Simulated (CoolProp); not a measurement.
Properties of R1233zd(E) at several states.

Model: reference Helmholtz-energy equation of state, Akasaka 2022, in CoolProp.

```json
[
 {"T (°C)": "109.35", "p (MPa)": "0.0286", "phase": "gas", "density (kg/m³)": "1.179", "Joule-Thomson coefficient (K/MPa)": "…", "isothermal compressibility (1/MPa)": "35.12", "expansivity (1/kK)": "2.654", "fugacity coefficient": "0.9955"},
 {"T (°C)": "-25.85", "p (MPa)": "0.0476", "phase": "liquid", "density (kg/m³)": "1378", "Joule-Thomson coefficient (K/MPa)": "-0.4083", "isothermal compressibility (1/MPa)": "…", "expansivity (1/kK)": "1.564", "fugacity coefficient": "…"},
 {"T (°C)": "-5.05", "p (MPa)": "3.76", "phase": "liquid", "density (kg/m³)": "1341", "Joule-Thomson coefficient (K/MPa)": "-0.3773", "isothermal compressibility (1/MPa)": "0.001546", "expansivity (1/kK)": "…", "fugacity coefficient": "0.01187"},
 {"T (°C)": "73.05", "p (MPa)": "2.81", "phase": "liquid", "density (kg/m³)": "1148", "Joule-Thomson coefficient (K/MPa)": "…", "isothermal compressibility (1/MPa)": "0.004522", "expansivity (1/kK)": "2.460", "fugacity coefficient": "0.1893"},
 {"T (°C)": "-68.75", "p (MPa)": "2.15", "phase": "liquid", "density (kg/m³)": "1471", "Joule-Thomson coefficient (K/MPa)": "-0.4795", "isothermal compressibility (1/MPa)": "…", "expansivity (1/kK)": "…", "fugacity coefficient": "0.0003504"},
 {"T (°C)": "15.45", "p (MPa)": "12.3", "phase": "liquid", "density (kg/m³)": "…", "Joule-Thomson coefficient (K/MPa)": "-0.3629", "isothermal compressibility (1/MPa)": "0.001657", "expansivity (1/kK)": "1.578", "fugacity coefficient": "0.01193"}
]
```

**Question.** Fill in the missing entries.

**Answer.** 
- 109.35, Joule-Thomson coefficient (K/MPa): 14.32
- -25.85, isothermal compressibility (1/MPa): 0.001309
- -25.85, fugacity coefficient: 0.2824
- -5.05, expansivity (1/kK): 1.616
- 73.05, Joule-Thomson coefficient (K/MPa): -0.1004
- -68.75, isothermal compressibility (1/MPa): 0.0008395
- -68.75, expansivity (1/kK): 1.376
- 15.45, density (kg/m³): 1315
